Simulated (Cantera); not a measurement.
A closed system holds: 1 mol BN, 0.22 mol H₂O, 7 mol N₂, held at 0.0100 bar.

Equilibrium computed with Cantera from the NASA thermochemical tables; the gas is ideal and each condensed phase is pure. Candidate condensed phases: B, BN, B₂O₃, B₃O₃H₃, H₂O; 39 gas species. Mutual solubility and eutectic melting of coexisting phases are not modelled. Equilibrium is a limit: real reactors are often held back by kinetics, nucleation or transport.

Question: Which condensed phases are stable at each of these points (T (K)): 1200, 1275, 1350, 1425, 1500, 1575, 1650?

Answer: 
```
T (K)  condensed phases  B condensed (%)
-----  ----------------  ---------------
1200    BN(s) + B₂O₃(l)            100.0
1275    BN(s) + B₂O₃(l)             99.9
1350    BN(s) + B₂O₃(l)             99.6
1425    BN(s) + B₂O₃(l)             98.6
1500    BN(s) + B₂O₃(l)             95.1
1575              BN(s)             85.4
1650              BN(s)             84.5
```

From 1200 K to 1500 K the condensed part is BN(s) + B₂O₃(l). From 1575 K to 1650 K the condensed part is BN(s).
